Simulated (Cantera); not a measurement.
Equilibrium for chlorosilane synthesis and conversion: Si + Cl₂ + H₂

Input: 1 mol Si, 0.57 mol Cl₂, 1.1 mol H₂, at 0.520 bar.

These are equilibrium values from Cantera (NASA tables, ideal gas, pure condensed phases), not measurements of a reactor. Candidate condensed phases: Si; 19 gas species. The tables' values for SiCl₃ are old estimates; treat these amounts as uncertain. Rates play no part.

From 923 K to 1223 K the condensed part is Si(s). The main Si-bearing gas is SiCl₄ throughout.

```json
[
 {"T (K)": "923", "x H₂": "0.769", "x SiCl₄": "0.158", "x SiHCl₃": "0.0629", "x HCl": "0.00690", "x SiCl₃": "0.000591", "x SiCl₂": "8.89e-5", "x SiH₂Cl₂": "0.00245", "n Si(s)": "0.694"},
 {"T (K)": "948", "x H₂": "0.768", "x SiCl₄": "0.158", "x SiHCl₃": "0.0622", "x HCl": "0.00878", "x SiCl₃": "0.000845", "x SiCl₂": "0.000153", "x SiH₂Cl₂": "0.00248", "n Si(s)": "0.695"},
 {"T (K)": "973", "x H₂": "0.766", "x SiCl₄": "0.157", "x SiHCl₃": "0.0614", "x HCl": "0.0110", "x SiCl₃": "0.00118", "x SiCl₂": "0.000256", "x SiH₂Cl₂": "0.00250", "n Si(s)": "0.695"},
 {"T (K)": "998", "x H₂": "0.764", "x SiCl₄": "0.157", "x SiHCl₃": "0.0606", "x HCl": "0.0137", "x SiCl₃": "0.00163", "x SiCl₂": "0.000416", "x SiH₂Cl₂": "0.00252", "n Si(s)": "0.696"},
 {"T (K)": "1023", "x H₂": "0.762", "x SiCl₄": "0.156", "x SiHCl₃": "0.0598", "x HCl": "0.0168", "x SiCl₃": "0.00221", "x SiCl₂": "0.000659", "x SiH₂Cl₂": "0.00254", "n Si(s)": "0.697"},
 {"T (K)": "1048", "x H₂": "0.760", "x SiCl₄": "0.155", "x SiHCl₃": "0.0589", "x HCl": "0.0204", "x SiCl₃": "0.00293", "x SiCl₂": "0.00102", "x SiH₂Cl₂": "0.00255", "n Si(s)": "0.698"},
 {"T (K)": "1073", "x H₂": "0.757", "x SiCl₄": "0.153", "x SiHCl₃": "0.0578", "x HCl": "0.0245", "x SiCl₃": "0.00384", "x SiCl₂": "0.00155", "x SiH₂Cl₂": "0.00255", "n Si(s)": "0.699"},
 {"T (K)": "1098", "x H₂": "0.753", "x SiCl₄": "0.151", "x SiHCl₃": "0.0567", "x HCl": "0.0292", "x SiCl₃": "0.00496", "x SiCl₂": "0.00229", "x SiH₂Cl₂": "0.00255", "n Si(s)": "0.700"},
 {"T (K)": "1123", "x H₂": "0.749", "x SiCl₄": "0.149", "x SiHCl₃": "0.0555", "x HCl": "0.0344", "x SiCl₃": "0.00631", "x SiCl₂": "0.00333", "x SiH₂Cl₂": "0.00254", "n Si(s)": "0.701"},
 {"T (K)": "1148", "x H₂": "0.745", "x SiCl₄": "0.146", "x SiHCl₃": "0.0542", "x HCl": "0.0402", "x SiCl₃": "0.00792", "x SiCl₂": "0.00475", "x SiH₂Cl₂": "0.00253", "n Si(s)": "0.702"},
 {"T (K)": "1173", "x H₂": "0.740", "x SiCl₄": "0.142", "x SiHCl₃": "0.0527", "x HCl": "0.0465", "x SiCl₃": "0.00979", "x SiCl₂": "0.00665", "x SiH₂Cl₂": "0.00250", "n Si(s)": "0.703"},
 {"T (K)": "1198", "x H₂": "0.734", "x SiCl₄": "0.138", "x SiHCl₃": "0.0510", "x HCl": "0.0534", "x SiCl₃": "0.0119", "x SiCl₂": "0.00915", "x SiH₂Cl₂": "0.00246", "n Si(s)": "0.704"},
 {"T (K)": "1223", "x H₂": "0.728", "x SiCl₄": "0.133", "x SiHCl₃": "0.0492", "x HCl": "0.0608", "x SiCl₃": "0.0144", "x SiCl₂": "0.0124", "x SiH₂Cl₂": "0.00242", "n Si(s)": "0.704"}
]
```
x: gas mole fraction; n: condensed amount in mol.
